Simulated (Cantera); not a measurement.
A closed system holds: 1 mol SiC, 0.14 mol H2O, 12 mol H2, at 1.33 mbar.

Cantera equilibrium calculation (NASA polynomials, part measured and part estimated; ideal gas, pure solids and liquids). Candidate condensed phases: C, C6H6, C7H8, C8H18, H2O, Si, SiC, SiO2; 123 gas species. Gases not in the tables: Si2H6 and higher silanes. Rates play no part.

x: gas mole fraction; n: condensed amount in mol.

```json
[
 {"T (K)": "1673", "x H2": "0.985", "x H": "0.00310", "x Si": "6.80e-5", "x CO": "0.00573", "n SiC(s)": "0.930", "n C(graphite)": "0"},
 {"T (K)": "1723", "x H2": "0.983", "x H": "0.00495", "x Si": "0.000182", "x CO": "0.00578", "n SiC(s)": "0.929", "n C(graphite)": "0"},
 {"T (K)": "1773", "x H2": "0.980", "x H": "0.00771", "x Si": "0.000454", "x CO": "0.00592", "n SiC(s)": "0.927", "n C(graphite)": "0"},
 {"T (K)": "1823", "x H2": "0.976", "x H": "[?]", "x Si": "[?]", "x CO": "0.00621", "n SiC(s)": "0.923", "n C(graphite)": "0"},
 {"T (K)": "1873", "x H2": "0.969", "x H": "[?]", "x Si": "[?]", "x CO": "[?]", "n SiC(s)": "0.915", "n C(graphite)": "0"},
 {"T (K)": "1923", "x H2": "0.959", "x H": "0.0253", "x Si": "0.00398", "x CO": "0.00770", "n SiC(s)": "0.903", "n C(graphite)": "0"},
 {"T (K)": "1973", "x H2": "0.946", "x H": "0.0359", "x Si": "0.00631", "x CO": "0.00888", "n SiC(s)": "0.886", "n C(graphite)": "0"},
 {"T (K)": "2023", "x H2": "0.930", "x H": "0.0502", "x Si": "0.00851", "x CO": "0.00992", "n SiC(s)": "0.868", "n C(graphite)": "0"},
 {"T (K)": "2073", "x H2": "0.909", "x H": "0.0687", "x Si": "0.0102", "x CO": "0.0105", "n SiC(s)": "0.849", "n C(graphite)": "0"},
 {"T (K)": "2123", "x H2": "0.882", "x H": "0.0923", "x Si": "0.0124", "x CO": "0.0105", "n SiC(s)": "0.809", "n C(graphite)": "0"},
 {"T (K)": "2173", "x H2": "0.842", "x H": "0.121", "x Si": "0.0209", "x CO": "0.0103", "n SiC(s)": "0.657", "n C(graphite)": "0.0907"},
 {"T (K)": "2223", "x H2": "0.785", "x H": "0.155", "x Si": "0.0397", "x CO": "0.00984", "n SiC(s)": "0.302", "n C(graphite)": "0.343"}
]
```

**Question.** Complete the blanks.

**Answer.** 
- 1873, x H: 0.0174
- 1873, x Si: 0.00217
- 1873, x CO: 0.00678
- 1823, x H: 0.0117
- 1823, x Si: 0.00104
